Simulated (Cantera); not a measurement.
A perfectly stirred reactor is fed with H₂ : O₂ = 0.19 : 1 (molar parts), at 20.0 Torr; it is held at 1400 K, and followed from long to short residence time.

Detailed kinetics in Cantera: GRI-Mech 3.0 (53 species, 325 reactions). Radical loss at walls, strong at low pressure, is not modelled. The temperature is held fixed by assumption; the heat of reaction is taken as removed at once.

x: mole fraction; the columns are a selection and need not sum to one.

```tsv
τ (s)	x H₂	x O₂	x OH	x HO₂	x O
18	4.16e-5	0.826	0.00109	(withheld)	0.000315
4.8	0.000100	0.825	0.00170	(withheld)	0.000771
1.3	0.000236	0.824	0.00263	(withheld)	0.00185
0.35	0.000550	0.820	0.00405	(withheld)	0.00442
0.095	0.00125	0.814	0.00614	(withheld)	0.0102
0.026	0.00267	0.800	0.00897	(withheld)	0.0222
0.0070	0.00516	0.777	0.0122	9.52e-6	0.0424
0.0019	0.00877	0.753	0.0148	9.66e-6	0.0615
0.00051	0.0162	0.746	0.0170	9.45e-6	0.0654
```

Task: Complete the blanks.

Result: 
- 18, x HO₂: 5.83e-7
- 4.8, x HO₂: 1.20e-6
- 1.3, x HO₂: 2.31e-6
- 0.35, x HO₂: 4.05e-6
- 0.095, x HO₂: 6.26e-6
- 0.026, x HO₂: 8.34e-6
